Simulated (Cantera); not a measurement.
Gas mixture: 88.1 % CO₂, 11.9 % H₂, at 0.000110 bar, frozen composition.

Cantera's kinetic-theory transport with the Lennard-Jones parameters of GRI-Mech 3.0, ideal gas; thermal conductivity in the mixture-averaged form.

D: mixture-averaged diffusion coefficient of that species in the mixture.

```
T (K)  ρ (kg/m³)  cp (J/kg/K)   μ (µPa s)  λ (mW/m/K)     Pr  D (cm²/s) H₂O  D (cm²/s) N₂  D (cm²/s) CH₃
-----  ---------  -----------  ----------  ----------  -----  -------------  ------------  -------------
400     0.000129         1022        19.8        39.0  0.520           2910          2710           2990
600      8.60e-5         1159        27.9        58.7  0.552           6430          5530           6170
800      6.45e-5         1252  (withheld)  (withheld)  0.566     (withheld)    (withheld)     (withheld)
1000     5.16e-5         1319        41.0        94.4  0.573          16600         13200          14900
1200     4.30e-5         1366        46.7         111  0.576          23000         17900          20300
1400     3.69e-5         1402        51.9         126  0.576          30100         23200          26300
1600     3.23e-5         1430        56.7         141  0.576          38000         29000          32900
1800     2.87e-5         1451        61.4  (withheld)  0.575     (withheld)    (withheld)     (withheld)
2000     2.58e-5         1468        65.8         169  0.573          55700         42100          47700
```

### Question
Some entries are withheld; supply them.

### Answer

- 800, μ (µPa s): 34.9
- 800, λ (mW/m/K): 77.1
- 800, D (cm²/s) H₂O: 11000
- 800, D (cm²/s) N₂: 9050
- 800, D (cm²/s) CH₃: 10200
- 1800, λ (mW/m/K): 155
- 1800, D (cm²/s) H₂O: 46500
- 1800, D (cm²/s) N₂: 35300
- 1800, D (cm²/s) CH₃: 40000
